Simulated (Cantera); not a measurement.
A perfectly stirred reactor is fed with 64.4 % CH4, 24.5 % H2O, 3.99 % H2, 7.09 % N2, at 5.00 bar; it is held at 2175 K, and followed from long to short residence time.

Cantera simulation using GRI-Mech 3.0 (53 species, 325 reactions); the numbers are that mechanism's predictions, not measurements. GRI-Mech 3.0 stops at C3 and has no aromatics, soot or wall deposition, so with more carbon than oxygen in the feed, carbon stays in small species such as C2H2 where larger ones or solid carbon would form.

Problem. Predict: x(CH4) at τ = 5.60 s; x(H2O) at τ = 5.60 s; x(H2) at τ = 5.60 s; x(H) at τ = 5.60 s; x(CO2) at τ = 5.60 s; x(CH4) at τ = 0.150 s; x(H2O) at τ = 0.150 s; x(H2) at τ = 0.150 s; x(H) at τ = 0.150 s; x(CO2) at τ = 0.150 s.

Solution. 
```
Item                     Value
---------------------  -------
x(CH4) at τ = 5.60 s   0.00574
x(H2O) at τ = 5.60 s   5.46e-5
x(H2) at τ = 5.60 s      0.721
x(H) at τ = 5.60 s     0.00187
x(CO2) at τ = 5.60 s   1.89e-6
x(CH4) at τ = 0.150 s  0.00715
x(H2O) at τ = 0.150 s  0.00184
x(H2) at τ = 0.150 s     0.718
x(H) at τ = 0.150 s    0.00186
x(CO2) at τ = 0.150 s  6.32e-5
```
